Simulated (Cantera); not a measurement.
Cantera with NASA thermochemical tables; ideal gases at 1 bar, condensed phases pure. Values are per mole of reaction as written; species without (g) are pure solids or liquids, kept so even where they would boil at 1 bar.

Question: Between 300 and 490 K, where is each reaction favourable under standard conditions?
- 5 O(g) + 12 TiCl3(g) = 9 TiCl4 + Ti3O5
- 2 TiCl4(g) + 3 O(g) = 4 Cl2(g) + Ti2O3
- 2 Ti4O7 + TiOCl2(g) = 3 Ti3O5 + Cl2(g)

Answer: 
- 5 O(g) + 12 TiCl3(g) = 9 TiCl4 + Ti3O5: ΔG° is -3809 kJ at 300 K and -3414 kJ at 490 K; it stays negative (K > 1). ΔH° is -4371 kJ and ΔS° -1953 J/K at 490 K.
- 2 TiCl4(g) + 3 O(g) = 4 Cl2(g) + Ti2O3: ΔG° is -675 kJ at 300 K and -632 kJ at 490 K; it stays negative (K > 1). ΔH° is -742 kJ and ΔS° -225 J/K at 490 K.
- 2 Ti4O7 + TiOCl2(g) = 3 Ti3O5 + Cl2(g): ΔG° is 9 kJ at 300 K and 25 kJ at 490 K; it stays positive (K < 1). ΔH° is 20 kJ and ΔS° -10 J/K at 490 K.
